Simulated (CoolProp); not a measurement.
Toluene at several states: fugacity coefficient from the reference equation and from simpler models built on Tc = 591.7 K, pc = 4.126 MPa, ω = 0.266; each cubic takes its own stable root.

Computed with CoolProp (reference Helmholtz-energy equation of state, Lemmon 2006). It is a short technical equation, of lower accuracy than the large ones.

| T (K) | p (MPa) | phase | reference | Redlich-Kwong | Soave-Redlich-Kwong |
|---|---|---|---|---|---|
| 504.5 | 0.965 | gas | 0.8559 | 0.8763 | 0.8684 |
| 328.5 | 0.045 | liquid | 0.3384 | 0.7789 | 0.3303 |
| 333.2 | 3.15 | liquid | 0.006606 | 0.01511 | 0.006554 |
| 345.9 | 3.61 | liquid | 0.009422 | 0.02028 | 0.009408 |
